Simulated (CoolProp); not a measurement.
Vapour-liquid equilibrium of CHF3 (R23) (1) + R22 (2) at 0.668 MPa; x and y are mole fractions of (1).

Computed with CoolProp (multi-fluid Helmholtz-energy mixture model, Penoncello 2003 and Kamei 1995; pair parameters Bell 2016).

**Question.** Give the bubble temperature and the first vapour's composition at x = 0.5, 0.65, 0.95. Is there an azeotrope?

**Answer.** x = 0.5: 245.7 K, y = 0.830; x = 0.65: 240.6 K, y = 0.896; x = 0.95: 232.8 K, y = 0.986. No azeotrope shows between x = 0.05 and 0.95.

The pair parameters rest on a limited set of measurements; away from them the model extrapolates.
